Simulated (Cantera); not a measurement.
**Boron, boron nitride and boron oxide: B2H6 + H2**

A closed system holds: 1 mol B2H6, 49 mol H2, at 0.133 bar.

These are equilibrium values from Cantera (NASA tables, ideal gas, pure condensed phases), not measurements of a reactor. Candidate condensed phases: B; 7 gas species. The feed counts by its element totals alone. The tables' values for BH2 are old estimates; treat these amounts as uncertain. Gases not in the tables: B2H6 and higher boranes. The numbers say what is thermodynamically allowed, not how fast it happens.

From 950 °C to 1925 °C the condensed part is B(s).

| T (°C) | x H2 | x H | x BH2 | x BH3 | x B | x BH | n B(s) |
|---|---|---|---|---|---|---|---|
| 950 | 1.000 | 8.23e-7 | 2.90e-7 | 4.30e-7 | <1e-12 | <1e-12 | 2.00 |
| 1025 | 1.000 | 2.93e-6 | 8.78e-7 | 7.24e-7 | <1e-12 | <1e-12 | 2.00 |
| 1100 | 1.000 | 9.12e-6 | 2.35e-6 | 1.15e-6 | <1e-12 | 5.50e-12 | 2.00 |
| 1175 | 1.000 | 2.52e-5 | 5.66e-6 | 1.73e-6 | 2.91e-12 | 3.99e-11 | 2.00 |
| 1250 | 1.000 | 6.33e-5 | 1.25e-5 | 2.50e-6 | 2.85e-11 | 2.37e-10 | 2.00 |
| 1325 | 1.000 | 0.000146 | 2.56e-5 | 3.48e-6 | 2.25e-10 | 1.19e-9 | 2.00 |
| 1400 | 1.000 | 0.000312 | 4.90e-5 | 4.69e-6 | 1.47e-9 | 5.16e-9 | 2.00 |
| 1475 | 0.999 | 0.000626 | 8.88e-5 | 6.15e-6 | 8.16e-9 | 1.97e-8 | 2.00 |
| 1550 | 0.999 | 0.00119 | 0.000153 | 7.87e-6 | 3.93e-8 | 6.70e-8 | 1.99 |
| 1625 | 0.998 | 0.00214 | 0.000252 | 9.86e-6 | 1.67e-7 | 2.07e-7 | 1.99 |
| 1700 | 0.996 | 0.00369 | 0.000398 | 1.21e-5 | 6.34e-7 | 5.85e-7 | 1.98 |
| 1775 | 0.993 | 0.00611 | 0.000608 | 1.46e-5 | 2.18e-6 | 1.53e-6 | 1.97 |
| 1850 | 0.989 | 0.00977 | 0.000900 | 1.74e-5 | 6.87e-6 | 3.73e-6 | 1.95 |
| 1925 | 0.984 | 0.0151 | 0.00129 | 2.03e-5 | 2.00e-5 | 8.54e-6 | 1.93 |
x: gas mole fraction; n: condensed amount in mol.
